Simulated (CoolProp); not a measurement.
R113 at 293.15 K and 15.1 MPa is throttled through a valve to 8.8 MPa with no heat exchange. Each further row changes one setting.

Model: reference Helmholtz-energy equation of state, Marx 1992, in CoolProp.

```csv
case,temperature change (K),final density (kg/m³)
as stated,+2.6,?
outlet pressure 2.64 MPa,?,?
outlet pressure 11.4 MPa,?,?
```

Fill in the missing entries.


- as stated, final density (kg/m³): 1590
- outlet pressure 2.64 MPa, temperature change (K): +5.1
- outlet pressure 2.64 MPa, final density (kg/m³): 1570
- outlet pressure 11.4 MPa, temperature change (K): +1.6
- outlet pressure 11.4 MPa, final density (kg/m³): 1600
